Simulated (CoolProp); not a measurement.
R410A at 269.66 K and 0.534 MPa is throttled through a valve to 0.251 MPa with no heat exchange. Each further row changes one setting.

Values from CoolProp's reference Helmholtz-energy equation of state, Lemmon 2003. It is a pseudo-pure fit of the blend.

| case | temperature change (K) | final density (kg/m³) |
|---|---|---|
| as stated | … | … |
| outlet pressure 0.0753 MPa | … | … |
| outlet pressure 0.326 MPa | … | … |

Question: What belongs in the gaps?

Answer: 
- as stated, temperature change (K): -8.9
- as stated, final density (kg/m³): 8.91
- outlet pressure 0.0753 MPa, temperature change (K): -15.0
- outlet pressure 0.0753 MPa, final density (kg/m³): 2.63
- outlet pressure 0.326 MPa, temperature change (K): -6.4
- outlet pressure 0.326 MPa, final density (kg/m³): 11.6
